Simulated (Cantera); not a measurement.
Cantera run:

```python
import numpy as np
import cantera as ct

gas_names = [...]  # 58 gases of nasa_gas.yaml made of F, H, N, O, Si
cond_names = """
    H2O(s) H2O(L) Si(cr) Si(L) SiO2(Lqz) SiO2(hqz) SiO2(L) Si2N2O(s) Si3N4(a)
""".split()


# ... load() reads the species with a 1 bar reference pressure and builds the phases ...
atoms = {
    'SiF4': {'Si': 1, 'F': 4},
    'O2': {'O': 2},
    'N2': {'N': 2},
    'H2O': {'H': 2, 'O': 1},
}
top_T = {'Si2N2O(s)': 2100, 'Si3N4(a)': 2400}  # K; cautious upper limits of use, not melting points


# ... equilibrate(T, P, feed) seeds the gas with the atoms and calls Mixture.equilibrate('TP', solver="vcs", rtol=1e-11, max_steps=5000) ...
results = []
feed = {'SiF4': 1, 'O2': 0.6, 'N2': 11, 'H2O': 0.36}  # mol
T = 823  # K
P = 14000  # Pa
mix = equilibrate(T, P, feed)
results.append((T, P, feed, dict(zip(mix.species_names, mix.species_moles))))
print(gas.report(threshold=1e-06))
for i in range(1, mix.n_phases):
    print(f"{mix.phase(i).name:16s} {mix.phase_moles(i):12.5e} mol")
```

Result:

```
       temperature   823 K
          pressure   14000 Pa
           density   0.067632 kg/m^3
  mean mol. weight   33.057 kg/kmol
   phase of matter   gas

                          1 kg             1 kmol
                     ---------------   ---------------
          enthalpy       -3.1584e+06       -1.0441e+08  J
   internal energy       -3.3654e+06       -1.1125e+08  J
           entropy            7684.2        2.5401e+05  J/K
    Gibbs function       -9.4825e+06       -3.1346e+08  J
 heat capacity c_p            1101.7             36418  J/K
 heat capacity c_v            850.16             28103  J/K

                      mass frac. Y      mole frac. X     chem. pot. / RT
                     ---------------   ---------------   ---------------
                HF           0.01891          0.031246           -67.488
               H2O         0.0065059          0.011938           -66.024
                NO        1.2909e-06        1.4221e-06           -28.816
                N2           0.71367           0.84213           -26.523
                O2          0.044463          0.045934           -31.109
              SiF4           0.21645          0.068746           -278.51
     [  +52 minor]        9.8409e-08         7.263e-08

Si(cr)            0.00000e+00 mol
SiO2(Lqz)         1.02033e-01 mol
Si2N2O(s)         0.00000e+00 mol
Si3N4(a)          0.00000e+00 mol
```

These are equilibrium values from Cantera (NASA tables, ideal gas, pure condensed phases), not measurements of a reactor.
